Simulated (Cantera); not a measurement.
Input: 1 mol SiC, 0.16 mol Si, 0.18 mol N2, equilibrated at 2375 K and 1 atm.

Equilibrium computed with Cantera from the NASA thermochemical tables; the gas is ideal and each condensed phase is pure. Candidate condensed phases: C, Si, SiC, Si3N4; 20 gas species. Mutual solubility and eutectic melting of coexisting phases are not modelled. The tables' values for SiN are old estimates; treat these amounts as uncertain. Rates play no part.

Base state: N2 0.998, Si 0.00175, SiN 0.000216, Si2N 0.000209, Si2C 0.000178, Si2 3.84e-5 (mole fractions); condensed: Si(l) + SiC(s).

**Question.** What changes in the equilibrium state with this change: temperature from 2375 K to 1748 K?

**Answer.** 
```csv
species,before,after
N2,0.998,1.00
Si,0.00175,3.39e-8
SiN,0.000216,1.77e-8
Si2N,0.000209,<1e-9
Si2C,0.000178,<1e-9
Si2,3.84e-5,<1e-9
"Si(l), mol",0.160,0
"SiC(s), mol",1.000,1.00
"Si3N4(s), mol",0,0.0533
```
